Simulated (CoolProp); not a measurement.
Properties of R123 along the isotherm 211.55 °C.

Values from CoolProp's reference Helmholtz-energy equation of state, Younglove 1994. It is a modified Benedict-Webb-Rubin equation, recast in Helmholtz form.

| p (bar) | phase | cp (kJ/(kg K)) | viscosity (µPa s) | fugacity coefficient |
|---|---|---|---|---|
| 0.579 | gas | 0.8568 | 16.8 | 0.9956 |
| 1.19 | gas | 0.8588 | 16.8 | 0.9910 |
| 2.44 | gas | 0.8632 | 16.8 | 0.9815 |
| 5.01 | gas | 0.8727 | 16.8 | 0.9622 |
| 10.3 | gas | 0.8958 | 17.0 | 0.9228 |
| 21.1 | gas | ___ | 17.8 | 0.8438 |
| 43.4 | supercritical | ___ | 25.9 | ___ |
| 89.2 | supercritical | ___ | ___ | 0.4371 |
| 183 | supercritical | ___ | 121 | 0.3059 |

Q: Some entries are withheld; supply them.

A: 
- 21.1, cp (kJ/(kg K)): 0.9669
- 43.4, cp (kJ/(kg K)): 1.621
- 43.4, fugacity coefficient: 0.6838
- 89.2, cp (kJ/(kg K)): 1.395
- 89.2, viscosity (µPa s): 83.7
- 183, cp (kJ/(kg K)): 1.169

The peak of cp marks the crossing from liquid-like to gas-like fluid above the critical point.

Viscosity comes from a separate model (Tanaka 1996).
